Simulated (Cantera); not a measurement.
An adiabatic, constant-pressure homogeneous reactor starts with CH4 : O2 : N2 : CO2 = 1 : 1 : 3.76 : 0.77 (molar parts), equivalence ratio 2.0, at 1475 K and 1.38 atm.

Computed with Cantera and GRI-Mech 3.0 (53 species, 325 reactions).

One state of this run: T (K) = 2337; x CH4 = 1.19e-10; x O2 = 1.59e-5; x CO2 = 0.0596; x N2O = 6.93e-9; x O = 1.97e-5. x: mole fraction; the columns are a selection and need not sum to one.

Q: Which value of t (s) does it belong to?
A. 0.00359
B. 9.00e-6
C. 6.63e-5
D. 3.41e-5

A: A, 0.00359
